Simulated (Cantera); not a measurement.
A diamond (100) surface in a fixed gas of H2 with x(CH4) = 0.015, x(H) = 0.00035, at 1398 K, 97.5 Torr; coverages are run to steady state.

Detailed kinetics in Cantera: the Harris–Goodwin 1993 mechanism for the reconstructed diamond (100) surface.

θ: site fractions in the mechanism's names (c6HH fully hydrogenated, c6H* and c6*H radical sites, c6** diradical, c6HM methylated).

```tsv
x(CH3)	growth (µm/h)	θ c6HH	θ c6H*	θ c6*H	θ c6**	θ c6HM
1e-06	[?]	0.514	0.0463	0.425	0.0147	5.41e-7
2.5e-06	[?]	0.514	0.0463	0.425	0.0147	1.35e-6
6.4e-06	[?]	0.514	0.0463	0.425	0.0147	3.46e-6
1.6e-05	[?]	0.514	0.0463	0.425	0.0147	8.66e-6
4.1e-05	[?]	0.514	0.0463	0.425	0.0146	2.22e-5
0.0001	[?]	0.514	0.0462	0.424	0.0146	5.40e-5
0.00026	[?]	0.514	0.0462	0.424	0.0144	0.000140
0.00066	[?]	0.513	0.0461	0.423	0.0139	0.000354
0.0017	[?]	0.511	0.0458	0.421	0.0129	0.000902
```

Question: What belongs in the gaps?

Answer: 
- 1e-06, growth (µm/h): 0.00313
- 2.5e-06, growth (µm/h): 0.00781
- 6.4e-06, growth (µm/h): 0.0200
- 1.6e-05, growth (µm/h): 0.0500
- 4.1e-05, growth (µm/h): 0.128
- 0.0001, growth (µm/h): 0.310
- 0.00026, growth (µm/h): 0.796
- 0.00066, growth (µm/h): 1.96
- 0.0017, growth (µm/h): 4.67
